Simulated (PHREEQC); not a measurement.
# Metal-bearing waste water: an equilibrium model

A solution holds 0.0087 mol Pb(NO3)2, 5.1e-05 mol H3AsO4 and 0.17 mol Na2SO4 per kg of water, at 25 °C. Closed to the air; pH follows from the charge balance.

The numbers come from PHREEQC with the ion-association model, wateq4f.dat.

Each row changes one thing in this solution. This is a speciation only: nothing precipitates in the calculation.

| case | pH | ionic strength (mol/kgw) | Na+ (mol/kgw) | SO4-2 (mol/kgw) | NaSO4- (mol/kgw) | HSO4- (mol/kgw) | SI of Mirabilite (Na2SO4:10H2O) |
|---|---|---|---|---|---|---|---|
| as made | 4.98 | 0.426 | 0.300 | 0.120 | 0.0401 | 3.93e-5 | -1.84 |
| temperature from 25 to 55 °C | 5.20 | 0.421 | 0.297 | 0.117 | 0.0429 | 4.61e-5 | -3.18 |
| Pb(NO3)2 replaced by LiNO3 at the same molality | 5.01 | 0.433 | 0.298 | 0.127 | 0.0420 | 3.91e-5 | -1.83 |
| Pb(NO3)2 left out | 5.01 | 0.425 | 0.298 | 0.128 | 0.0424 | 3.92e-5 | -1.82 |
| diluted 10-fold with water | 5.50 | 0.0490 | 0.0328 | 0.0152 | 0.00116 | 2.63e-6 | -4.18 |
| Pb(NO3)2 replaced by Ni(NO3)2 at the same molality | 5.00 | 0.434 | 0.299 | 0.124 | 0.0410 | 3.88e-5 | -1.84 |
| temperature from 25 to 60 °C | 5.24 | 0.421 | 0.297 | 0.117 | 0.0433 | 4.72e-5 | -3.38 |
| diluted 100-fold with water | 5.95 | 0.00520 | 0.00338 | 0.00165 | 2.06e-5 | 1.43e-7 | -6.81 |

Some of these states are supersaturated (in Anglesite, Larnakite, for instance). Away from 25 °C the constants follow the database's enthalpies or fits; those with neither stay at their 25 °C values. The database has no arsenate complexes of Pb.
